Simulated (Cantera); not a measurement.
Input: 1 mol Hg, 6.1 mol H2, equilibrated at 1473 K and 64.0 Pa.

These are equilibrium values from Cantera (NASA tables, ideal gas, pure condensed phases), not measurements of a reactor. Candidate condensed phases: Hg; 3 gas species. Rates play no part.

Base state: H2 0.859, Hg 0.141, H 0.000463 (mole fractions); condensed: gas only.

What changes in the equilibrium state with this change: Hg replaced by PbO?


```
species    before     after
-------  --------  --------
H2          0.859     0.718
Pb              0     0.141
H2O             0     0.141
Hg          0.141         0
H        0.000463  0.000424
```
Further candidate phases: H2O, Pb, PbO, PbO2, Pb3O4.
